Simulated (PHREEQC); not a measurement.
Consider water at 91 °C with 0.0038 mol/kgw K2CO3 and 0.021 mol/kgw H3BO3. Closed to the air; pH follows from the charge balance.

Equilibrium calculation in PHREEQC: ion-association model, phreeqc.dat.

| quantity | before | after |
|---|---|---|
| pH | 8.10 | 8.28 |
| ionic strength (mol/kgw) | 0.00765 | 0.0108 |

Problem. Name the change that produced these shifts.
A. 0.0016 mol/kgw Na2CO3 added
B. H3BO3 replaced by NH4BF4 at the same molality
C. H3BO3 left out
D. K2CO3 left out
E. K2CO3 from 0.0038 to 0.0019 mol/kgw

Solution. A, 0.0016 mol/kgw Na2CO3 added

Precipitation was switched off in this run. Constants without temperature data keep their 25 °C values here.
